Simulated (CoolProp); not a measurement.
Vapour-liquid equilibrium of CH2F2 (R32) (1) + R142b (2) at 259.6 K; x and y are mole fractions of (1).

Computed with CoolProp (multi-fluid Helmholtz-energy mixture model, Tillner-Roth 1997 and Lemmon 2006; pair parameters Bell 2016).

Give the bubble pressure and the first vapour's composition at x = 0.05, 0.5, 0.65. Is there an azeotrope?

x = 0.05: 111.0 kPa, y = 0.269; x = 0.5: 333.5 kPa, y = 0.850; x = 0.65: 390.2 kPa, y = 0.900. No azeotrope shows between x = 0.05 and 0.95.

Pair parameters are fitted to limited data, so mixtures are less certain than the pure fluids.
